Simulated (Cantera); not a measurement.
What does this Cantera script print?

```python
import numpy as np
import cantera as ct

gas = ct.Solution("gri30.yaml", transport_model="multicomponent")
show = ['O', 'H2', 'CH4']

rows = []
print(f"{'T/K':>7s}{'rho':>11s}{'cp':>10s}{'mu':>11s}{'lambda':>11s}{'Pr':>7s}" + "".join(f"{'D_' + s:>11s}" for s in show))
for T in [400, 500, 600, 700, 800, 900, 1000, 1100, 1200]:
    gas.TPX = T, 1333, {'CO': 0.88, 'N2': 0.31}
    Pr = gas.cp_mass * gas.viscosity / gas.thermal_conductivity
    D = [gas.mix_diff_coeffs_mole[gas.species_index(s)] for s in show]
    rows.append([gas.density, gas.cp_mass, gas.viscosity, gas.thermal_conductivity, Pr, *D])
    print(f"{T:7g}{gas.density:11.4e}{gas.cp_mass:10.1f}{gas.viscosity:11.4e}"
          f"{gas.thermal_conductivity:11.4e}{Pr:7.3f}" + "".join(f"{d:11.4e}" for d in D))
print("SI units: kg/m3, J/kg/K, Pa s, W/m/K, m2/s")
```

Output:

```
    T/K        rho        cp         mu     lambda     Pr        D_O       D_H2      D_CH4
    400 1.1227e-02    1048.2 2.2056e-05 3.2144e-02  0.719 4.0273e-03 9.5772e-03 2.8197e-03
    500 8.9816e-03    1062.6 2.5794e-05 3.8236e-02  0.717 5.8920e-03 1.3933e-02 4.1530e-03
    600 7.4847e-03    1082.8 2.9214e-05 4.4213e-02  0.715 8.0179e-03 1.8896e-02 5.6750e-03
    700 6.4155e-03    1107.3 3.2397e-05 5.0199e-02  0.715 1.0388e-02 2.4428e-02 7.3731e-03
    800 5.6135e-03    1134.0 3.5397e-05 5.6208e-02  0.714 1.2989e-02 3.0499e-02 9.2372e-03
    900 4.9898e-03    1159.6 3.8251e-05 6.2144e-02  0.714 1.5810e-02 3.7086e-02 1.1259e-02
   1000 4.4908e-03    1180.2 4.0982e-05 6.7798e-02  0.713 1.8843e-02 4.4168e-02 1.3433e-02
   1100 4.0826e-03    1198.7 4.3610e-05 7.3310e-02  0.713 2.2079e-02 5.1727e-02 1.5753e-02
   1200 3.7423e-03    1215.0 4.6149e-05 7.8668e-02  0.713 2.5513e-02 5.9748e-02 1.8214e-02
SI units: kg/m3, J/kg/K, Pa s, W/m/K, m2/s
```

Computed with Cantera and GRI-Mech 3.0 (53 species, 325 reactions).
